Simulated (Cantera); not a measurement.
**SF6 + O2 + N2 (abatement and gas-phase synthesis)**

Feed: 1 mol SF6, 2.8 mol O2, 35 mol N2, held at 0.0100 bar.

Equilibrium computed with Cantera from the NASA thermochemical tables; the gas is ideal and each condensed phase is pure. Candidate condensed phases: S; 35 gas species. The tables' values for SOF2 are old estimates; treat these amounts as uncertain. Rates play no part.

From 1475 °C to 2975 °C nothing is condensed.

```tsv
T (°C)	x N2	x F	x O	x O2	x SO2	x S	x SO
1475	0.799	0.136	0.000148	0.0405	0.0223	2.70e-9	1.21e-5
1625	0.798	0.137	0.000584	0.0396	0.0227	6.53e-8	6.40e-5
1775	0.796	0.137	0.00188	0.0384	0.0225	9.81e-7	0.000261
1925	0.794	0.137	0.00508	0.0363	0.0219	1.03e-5	0.000873
2075	0.790	0.136	0.0118	0.0328	0.0202	7.91e-5	0.00243
2225	0.783	0.135	0.0238	0.0276	0.0165	0.000457	0.00548
2375	0.772	0.133	0.0419	0.0211	0.0109	0.00191	0.00938
2525	0.760	0.131	0.0637	0.0140	0.00507	0.00552	0.0112
2675	0.749	0.129	0.0840	0.00792	0.00159	0.0108	0.00900
2825	0.741	0.128	0.0983	0.00393	0.000360	0.0156	0.00526
2975	0.737	0.127	0.106	0.00183	7.02e-5	0.0185	0.00258
```
x: gas mole fraction; nothing condenses.
